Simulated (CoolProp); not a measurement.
A single-stage vapour-compression cycle with ethane: evaporating at 208.15 K (dew point), condensing at 270.15 K (bubble point), superheat 2 K, subcooling 8 K, compressor efficiency 0.65, no pressure losses. Each further row changes one setting.

Values from CoolProp's reference Helmholtz-energy equation of state, Bücker 2006.

```tsv
case	cooling COP	pressure ratio	discharge temperature (K)	refrigerating effect (kJ/kg)	volumetric capacity (kJ/m³)
as stated	(withheld)	7.17	338.9	306	1760
evaporating temperature 213.15 K	1.84	5.86	331.5	(withheld)	2160
condensing temperature 265.15 K	(withheld)	6.33	330.3	322	1850
subcooling 13 K	1.69	7.17	338.9	322	1850
superheat 12 K	1.60	7.17	(withheld)	322	(withheld)
compressor efficiency 0.55	1.36	7.17	(withheld)	306	1760
```

Task: What belongs in the gaps?

Result: 
- as stated, cooling COP: 1.61
- evaporating temperature 213.15 K, refrigerating effect (kJ/kg): 311
- condensing temperature 265.15 K, cooling COP: 1.82
- superheat 12 K, discharge temperature (K): 351.4
- superheat 12 K, volumetric capacity (kJ/m³): 1740
- compressor efficiency 0.55, discharge temperature (K): 354.8
